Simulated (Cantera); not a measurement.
An adiabatic, constant-pressure homogeneous reactor starts with 9.21 % CH4, 18.8 % O2, 70.6 % N2, 1.38 % C2H6, equivalence ratio 1.2, at 1125 K and 18000 Torr.

Cantera simulation using GRI-Mech 3.0 (53 species, 325 reactions); the numbers are that mechanism's predictions, not measurements. The pressure lies above the range GRI-Mech 3.0 was tuned for (to about 10 atm).

One state of this run: T (K) = 2726; x CH4 = 6.12e-12; x O2 = 0.000439; x C2H = <1e-12; x HCO = 3.22e-7; x CO2 = 0.0545; x HO2 = 7.14e-7. x: mole fraction; the columns are a selection and need not sum to one.

**Question.** Which value of t (s) does it belong to?
A) 3.17e-5
B) 0.0502
C) 0.000502
D) 1.26e-5

**Answer.** B, 0.0502
